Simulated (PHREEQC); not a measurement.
1 kg of water holding 0.073 mol K2CO3 meets 20 L of dry gas (CO2 1 by moles) at fixed total pressure, at 5 atm; fugacities by Peng-Robinson. The gases take part in no redox reaction, some water evaporates into the gas, and hydrates or a liquid gas phase aren't modelled. No solid was allowed to form.

All values are PHREEQC results (ion-association model, phreeqc.dat), not measurements.

Predict dissolved CO2 (all carbonate carbon) (mol/kgw), pH at T (°C) = 10, 20, 50, 60, 80.


```csv
T (°C),dissolved CO2 (all carbonate carbon) (mol/kgw),pH
10,0.397,6.10
20,0.329,6.16
50,0.236,6.37
60,0.221,6.45
80,0.201,6.63
```

Complexes and solids missing from the database can't appear. At this temperature some constants are extrapolated from 25 °C, and those without enthalpy data are left unchanged.
